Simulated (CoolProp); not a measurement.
Vapour-liquid equilibrium of R22 (1) + dimethyl ether (2) at 1.65 MPa; x and y are mole fractions of (1).

The numbers come from the multi-fluid Helmholtz-energy mixture model, Kamei 1995 and Wu 2011; pair parameters Bell 2016 in CoolProp.

### Question
Give the bubble temperature and the first vapour's composition at x = 0.05, 0.35, 0.95. Is there an azeotrope?

### Answer
x = 0.05: 339.3 K, y = 0.045; x = 0.35: 339.4 K, y = 0.377; x = 0.95: 318.4 K, y = 0.983. y crosses x between x = 0.2 and 0.35: the model has an azeotrope there.

Pair parameters are fitted to limited data, so mixtures are less certain than the pure fluids.
